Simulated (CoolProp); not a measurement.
Isobutane at 260.18 K and 0.0789 MPa is throttled through a valve to 0.0198 MPa with no heat exchange. Each further row changes one setting.

Computed with CoolProp (reference Helmholtz-energy equation of state, Bücker 2006).

| case | temperature change (K) | final density (kg/m³) |
|---|---|---|
| as stated | [?] | 0.540 |
| outlet pressure 0.00594 MPa | -2.5 | [?] |
| outlet pressure 0.0257 MPa | -1.8 | [?] |

Q: Fill in the missing entries.

A: 
- as stated, temperature change (K): -2.0
- outlet pressure 0.00594 MPa, final density (kg/m³): 0.162
- outlet pressure 0.0257 MPa, final density (kg/m³): 0.703
